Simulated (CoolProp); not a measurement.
The numbers come from the reference Helmholtz-energy equation of state, Smukala 2000 in CoolProp.

**Question.** Give the vapour pressure (MPa), liquid density (kg/m³), enthalpy of vaporisation (kJ/kg) of saturated ethylene at -115.15, -111.65, -101.15 °C.

**Answer.** 
```
T (°C)   p (MPa)  liquid density (kg/m³)  enthalpy of vaporisation (kJ/kg)
-------  -------  ----------------------  --------------------------------
-115.15   0.0491                     584                               498
-111.65   0.0621                     579                               494
-101.15    0.118                     564                               479
```
